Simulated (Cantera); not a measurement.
Feed: 1 mol Al2O3, 0.87 mol HCl, held at 1 atm.

These are equilibrium values from Cantera (NASA tables, ideal gas, pure condensed phases), not measurements of a reactor. Candidate condensed phases: Al, AlCl3, Al2O3, H2O; 29 gas species. Condensed phases not in the tables: AlOCl. Kinetics and transport are ignored.

x: gas mole fraction; n: condensed amount in mol.

```json
[
 {"T (K)": "823", "x HCl": "1.000", "x H2O": "9.91e-5", "x AlCl3": "6.60e-5", "x Cl": "1.07e-8", "x H2": "4.79e-7", "x Cl2": "4.73e-7", "x H": "<1e-12", "n Al2O3(s)": "1.000"},
 {"T (K)": "873", "x HCl": "1.000", "x H2O": "0.000170", "x AlCl3": "0.000114", "x Cl": "4.48e-8", "x H2": "1.06e-6", "x Cl2": "1.03e-6", "x H": "<1e-12", "n Al2O3(s)": "1.000"},
 {"T (K)": "923", "x HCl": "1.000", "x H2O": "0.000276", "x AlCl3": "0.000184", "x Cl": "1.60e-7", "x H2": "2.15e-6", "x Cl2": "2.07e-6", "x H": "<1e-12", "n Al2O3(s)": "1.000"},
 {"T (K)": "973", "x HCl": "0.999", "x H2O": "0.000424", "x AlCl3": "0.000282", "x Cl": "5.00e-7", "x H2": "4.09e-6", "x Cl2": "3.84e-6", "x H": "…", "n Al2O3(s)": "1.000"},
 {"T (K)": "1023", "x HCl": "0.999", "x H2O": "0.000623", "x AlCl3": "0.000416", "x Cl": "1.40e-6", "x H2": "7.37e-6", "x Cl2": "6.67e-6", "x H": "…", "n Al2O3(s)": "1.000"},
 {"T (K)": "1073", "x HCl": "0.999", "x H2O": "0.000883", "x AlCl3": "0.000589", "x Cl": "3.53e-6", "x H2": "1.27e-5", "x Cl2": "1.09e-5", "x H": "…", "n Al2O3(s)": "1.000"},
 {"T (K)": "1123", "x HCl": "0.998", "x H2O": "0.00121", "x AlCl3": "0.000807", "x Cl": "8.19e-6", "x H2": "2.10e-5", "x Cl2": "1.69e-5", "x H": "…", "n Al2O3(s)": "1.000"},
 {"T (K)": "1173", "x HCl": "0.997", "x H2O": "0.00161", "x AlCl3": "0.00108", "x Cl": "1.76e-5", "x H2": "3.37e-5", "x Cl2": "2.50e-5", "x H": "…", "n Al2O3(s)": "1.000"},
 {"T (K)": "1223", "x HCl": "0.996", "x H2O": "0.00210", "x AlCl3": "0.00140", "x Cl": "3.53e-5", "x H2": "5.28e-5", "x Cl2": "3.52e-5", "x H": "…", "n Al2O3(s)": "0.999"},
 {"T (K)": "1273", "x HCl": "0.995", "x H2O": "0.00267", "x AlCl3": "0.00178", "x Cl": "6.66e-5", "x H2": "8.10e-5", "x Cl2": "4.77e-5", "x H": "…", "n Al2O3(s)": "0.999"},
 {"T (K)": "1323", "x HCl": "0.994", "x H2O": "0.00333", "x AlCl3": "0.00222", "x Cl": "0.000119", "x H2": "0.000122", "x Cl2": "6.23e-5", "x H": "…", "n Al2O3(s)": "0.999"},
 {"T (K)": "1373", "x HCl": "0.993", "x H2O": "0.00408", "x AlCl3": "0.00272", "x Cl": "0.000203", "x H2": "0.000180", "x Cl2": "7.88e-5", "x H": "…", "n Al2O3(s)": "0.999"},
 {"T (K)": "1423", "x HCl": "0.991", "x H2O": "0.00493", "x AlCl3": "0.00328", "x Cl": "0.000331", "x H2": "0.000262", "x Cl2": "9.68e-5", "x H": "…", "n Al2O3(s)": "0.999"}
]
```

Question: Some entries are withheld; supply them.

Answer: 
- 973, x H: 2.17e-12
- 1023, x H: 1.12e-11
- 1073, x H: 4.96e-11
- 1123, x H: 1.94e-10
- 1173, x H: 6.80e-10
- 1223, x H: 2.17e-9
- 1273, x H: 6.38e-9
- 1323, x H: 1.74e-8
- 1373, x H: 4.44e-8
- 1423, x H: 1.07e-7
